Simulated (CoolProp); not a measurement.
Vapour-liquid equilibrium of benzene (1) + ethylbenzene (2) at 495.2 K; x and y are mole fractions of (1).

Model: multi-fluid Helmholtz-energy mixture model, Thol 2012 and Zhou 2012; pair parameters Bell 2016, in CoolProp.

```
x     bubble pressure (MPa)  y at the bubble point  dew pressure at overall composition x (MPa)  liquid density (mol/L)
----  ---------------------  ---------------------  -------------------------------------------  ----------------------
0.05                 0.6972                  0.107                                       0.6694                   6.345
0.2                  0.8587                  0.364                                       0.7484                   6.585
0.35                  1.036                  0.555                                       0.8480                   6.834
0.5                   1.231                  0.701                                       0.9780                   7.090
0.65                  1.446                  0.815                                        1.156                   7.351
0.8                   1.679                  0.905                                        1.414                   7.610
0.95                  1.930                  0.979                                        1.824                   7.856
```

No azeotrope shows between x = 0.05 and 0.95.

Pair parameters are fitted to limited data, so mixtures are less certain than the pure fluids.
